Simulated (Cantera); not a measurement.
## Premixed flame

A freely propagating, adiabatic, planar premixed flame of H₂ : O₂ : N₂ = 1 : 0.794 : 3.73 (molar parts), unburnt at 525 K and 500000 Pa; unity-Lewis-number transport, grid criteria slope 0.08 and curve 0.16, no radiation.

Computed with Cantera and the H2/O2 subset of GRI-Mech 3.0, which has no nitrogen chemistry. The hydrogen kinetics of GRI-Mech 3.0 are dated; newer H2 mechanisms differ, most at raised pressure. Unity Lewis numbers drop preferential diffusion, which matters most where H2 and H carry the flame. Burning velocities carry a grid error of a few per cent, more on coarse grids. Lean hydrogen flames are cellular in practice and burn faster than this planar one.

```
z (mm)   T (K)  u (m/s)      x H₂    x O₂   x H₂O₂       x H       x O     x HO₂
-------  -----  -------  --------  ------  -------  --------  --------  --------
-0.158     526     1.74     0.181   0.144  2.09e-7     <1e-8     <1e-8   8.31e-7
-0.105     528     1.75     0.181   0.144  1.19e-6     <1e-8     <1e-8   4.78e-6
-0.0789    535     1.77     0.180   0.143  3.85e-6     <1e-8   3.31e-8   1.62e-5
-0.0526    572     1.89     0.176   0.141  1.55e-5   1.16e-8   4.68e-7   7.59e-5
-0.0263    800     2.61     0.149   0.128  5.54e-5   5.12e-5   3.75e-5  0.000461
-0.0132   1097     3.50     0.109   0.109  5.13e-5   0.00156  0.000484  0.000470
0         1413     4.41    0.0560  0.0840  1.47e-5   0.00681   0.00251  0.000268
0.0132    1610     4.96    0.0228  0.0669  5.50e-6   0.00781   0.00438  0.000163
0.0263    1713     5.23    0.0109  0.0605  3.53e-6   0.00520   0.00425  0.000111
0.0526    1801     5.46   0.00457  0.0580  2.05e-6   0.00192   0.00253   6.27e-5
0.105     1852     5.60   0.00169  0.0578  1.12e-6  0.000435  0.000971   2.68e-5
0.210     1875     5.66  0.000527  0.0580  5.62e-7   7.61e-5  0.000308   9.31e-6
0.421     1883     5.68  0.000175  0.0582  2.90e-7   1.53e-5  0.000107   3.54e-6
```
x: mole fraction of selected species; z is measured from the peak of heat release.

```yaml
laminar_burning_velocity: 174 cm/s
thermal_thickness: 0.0526 mm
peak x(H₂O₂): 6.02e-5
peak x(H): 0.00822
peak x(O): 0.00453
peak x(HO₂): 0.000538
```
